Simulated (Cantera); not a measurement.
# Premixed flame

A freely propagating, adiabatic, planar premixed flame of 6.99 % CH4, 0.769 % CO, 18.9 % O2, 71.3 % N2, 2.03 % CO2, unburnt at 675 K and 70000 Pa; mixture-averaged transport, grid criteria slope 0.08 and curve 0.16, no radiation.

Detailed kinetics in Cantera: GRI-Mech 3.0 (53 species, 325 reactions). Burning velocities carry a grid error of a few per cent, more on coarse grids.

```
z (mm)  T (K)  u (m/s)     x CH4     x CO    x O2       x O   x H2O2     x H2O
------  -----  -------  --------  -------  ------  --------  -------  --------
-1.52     675     1.35    0.0699  0.00769   0.189     <1e-8    <1e-8   3.42e-5
-1.01     676     1.36    0.0697  0.00771   0.188     <1e-8  1.09e-7  0.000308
-0.759    681     1.37    0.0692  0.00781   0.188   1.13e-8  5.35e-7   0.00124
-0.506    715     1.44    0.0667  0.00862   0.185   3.08e-7  2.93e-6   0.00624
-0.253    971     1.97    0.0503   0.0167   0.164   1.87e-5  9.79e-6    0.0357
-0.126   1295     2.66    0.0288   0.0295   0.132  0.000168  8.41e-6    0.0697
0        1627     3.35   0.00740   0.0425  0.0928   0.00130  1.26e-6     0.105
0.126    1767     3.64  0.000634   0.0402  0.0694   0.00426  4.17e-7     0.120
0.253    1811     3.72   2.91e-5   0.0323  0.0609   0.00587  3.52e-7     0.123
0.506    1865     3.81   7.19e-8   0.0228  0.0557   0.00606  2.94e-7     0.123
1.01     1934     3.93     <1e-8   0.0166  0.0526   0.00507  2.18e-7     0.125
2.02     2011     4.07     <1e-8   0.0125  0.0502   0.00351  1.51e-7     0.129
4.05     2079     4.19     <1e-8  0.00856  0.0482   0.00211  1.06e-7     0.133
```
x: mole fraction of selected species; z is measured from the peak of heat release.

```json
{
 "laminar_burning_velocity": "135 cm/s",
 "thermal_thickness": "0.506 mm",
 "peak x(O)": "0.00616",
 "peak x(H2O2)": "1.04e-5",
 "grid_points": "135"
}
```
